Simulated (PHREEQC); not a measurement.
A column of 0.2 m (40 cells, dispersivity 0.016 m, 300 s a shift, diffusion coefficient 3e-10 m²/s) holds 0.2 eq of the database's cation exchanger X per kg of pore water, first in equilibrium with 0.56 mmol/kgw NH4Cl and 0.01 mmol/kgw HCl. It is flushed with 0.00058 mol CaCl2, 0.0026 mol NaCl, 0.098 mol KCl and 1e-05 mol HCl per kg of water, at 15 °C. Values are for the last cell. CO2 from the air is kept out. Nothing may precipitate in this run.

Model: ion-association model, phreeqc.dat, run in PHREEQC.

Q: Predict K in solution (mol/kgw) at pore volumes = 0.9125, 1.137, 4.737, 6.987.

A: 
```tsv
pore volumes	K in solution (mol/kgw)
0.9125	8.89e-8
1.137	2.98e-5
4.737	0.0921
6.987	0.0976
```

Complexes and solids missing from the database can't appear.
